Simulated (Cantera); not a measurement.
Input (Python, Cantera) and output of one run.

```python
import numpy as np
import cantera as ct

gas_names = """
    CL CLO CL2 Cs CsCL CsO CsOH Cs2 Cs2CL2 Cs2O Cs2O2H2 H HCL HOCL HO2 H2 H2O H2O2 O OH O2 O3
""".split()
cond_names = """
    Cs(cr) Cs(L) CsCL(a) CsCL(b) CsCL(L) CsOH(a) CsOH(b) CsOH(c) CsOH(L) H2O(s) H2O(L)
""".split()


def load(file, names, dense=False):
    # The tables refer to 1 bar. Condensed volumes are neglected.
    table = {s.name: s for s in ct.Species.list_from_file(file)}
    out = []
    for n in names:
        d = dict(table[n].input_data)
        d["thermo"] = dict(d["thermo"], **{"reference-pressure": 1e5})
        if dense:
            d["equation-of-state"] = {"model": "constant-volume", "density": "1e6 g/cm^3"}
        out.append(ct.Species.from_dict(d))
    return out


gas = ct.Solution(thermo="ideal-gas", species=load("nasa_gas.yaml", gas_names))
cond = {s.name: ct.Solution(thermo="fixed-stoichiometry", species=[s], name=s.name)
        for s in load("nasa_condensed.yaml", cond_names, dense=True)}
atoms = {
    'CsCl': {'Cs': 1, 'CL': 1},
    'O2': {'O': 2},
    'H2': {'H': 2},
}
top_T = {}  # K; cautious upper limits of use, not melting points


def equilibrate(T, P, feed):
    n = {}
    for name, mol in feed.items():
        for a, k in atoms[name].items():
            n[a] = n.get(a, 0.0) + k * mol
    gas.TPX = T, P, n
    mass = sum(n.values()) * gas.mean_molecular_weight
    gas.equilibrate("TP")
    valid = [c for c in cond.values() if c.min_temp <= T <= top_T.get(c.name, c.max_temp)]
    mix = ct.Mixture([(gas, mass / gas.mean_molecular_weight)] + [(c, 0.0) for c in valid])
    mix.T, mix.P = T, P
    mix.equilibrate("TP", solver="vcs", rtol=1e-11, max_steps=5000)
    return mix


results = []
feed = {'CsCl': 1, 'O2': 5.3, 'H2': 12}  # mol
P = 10000  # Pa
for T in [1275, 1325, 1375, 1425, 1475, 1525, 1575, 1625, 1675, 1725, 1775, 1825]:
    mix = equilibrate(T, P, feed)
    results.append((T, P, feed, dict(zip(mix.species_names, mix.species_moles))))

top = {s: max(r[3][s] / sum(r[3][g] for g in gas_names) for r in results) for s in gas_names}
cols = sorted((s for s in top if top[s] > 0.001), key=lambda s: -top[s])[:5]
seen = [c for c in cond_names if any(r[3].get(c, 0) > 1e-12 for r in results)]
print("log10 of partial pressures in bar; condensed amounts in mol")
print(f"{'T/K':>10s}" + "".join(f"{s[:9]:>10s}" for s in cols + seen))
for T, P, feed, n in results:
    ng = sum(n[g] for g in gas_names)
    print(f"{T:10.4g}" + "".join(f"{np.log10(max(n[s] / ng * P / 1e5, 1e-99)):10.3f}" for s in cols)
          + "".join(f"{n.get(c, 0):10.4g}" for c in seen))
```

Result:

```
log10 of partial pressures in bar; condensed amounts in mol
       T/K       H2O        H2      CsCL       HCL      CsOH
      1275    -1.087    -1.966    -2.161    -4.220    -4.227
      1325    -1.088    -1.967    -2.143    -4.104    -4.113
      1375    -1.089    -1.967    -2.134    -3.999    -4.011
      1425    -1.089    -1.968    -2.130    -3.903    -3.918
      1475    -1.089    -1.968    -2.128    -3.814    -3.834
      1525    -1.089    -1.968    -2.128    -3.731    -3.755
      1575    -1.090    -1.968    -2.129    -3.653    -3.683
      1625    -1.090    -1.968    -2.131    -3.580    -3.615
      1675    -1.090    -1.969    -2.133    -3.510    -3.553
      1725    -1.091    -1.969    -2.136    -3.445    -3.495
      1775    -1.091    -1.969    -2.139    -3.383    -3.441
      1825    -1.091    -1.970    -2.142    -3.324    -3.390
```

Cantera equilibrium calculation (NASA polynomials, part measured and part estimated; ideal gas, pure solids and liquids).
